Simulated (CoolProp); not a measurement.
n-perfluorobutane along the isotherm 97.65 °C: density (kg/m³) from the reference equation and from simpler models built on Tc = 113.2 °C, pc = 23.22 bar, ω = 0.372; each cubic takes its own stable root.

Values from CoolProp's reference Helmholtz-energy equation of state, Gao 2022.

| p (bar) | phase | reference |
|---|---|---|
| 9.09 | gas | 84.62 |
| 18.2 | liquid | 1089 |
| 27.3 | liquid | 1147 |
| 36.4 | liquid | 1183 |
| 45.5 | liquid | 1211 |
| 54.5 | liquid | 1233 |
| 63.6 | liquid | 1252 |
| 72.7 | liquid | 1269 |
| 81.8 | liquid | 1284 |
| 90.9 | liquid | 1298 |
| 100 | liquid | 1310 |

Q: How far does each simpler model (van der Waals, Redlich-Kwong, Soave-Redlich-Kwong, Peng-Robinson) lie from the reference over these 11 states: mean and median of the absolute difference, and the worst?

A: 
- van der Waals: mean 31.8 %, median 29.0 %, worst -79.1 % at 97.65 °C and 18.2 bar
- Redlich-Kwong: mean 15.1 %, median 9.0 %, worst -76.5 % at 97.65 °C and 18.2 bar
- Soave-Redlich-Kwong: mean 8.3 %, median 7.5 %, worst -17.5 % at 97.65 °C and 18.2 bar
- Peng-Robinson: mean 3.8 %, median 3.5 %, worst -7.3 % at 97.65 °C and 18.2 bar

At some of these states van der Waals, Redlich-Kwong gives the other phase, because its saturation line lies elsewhere.
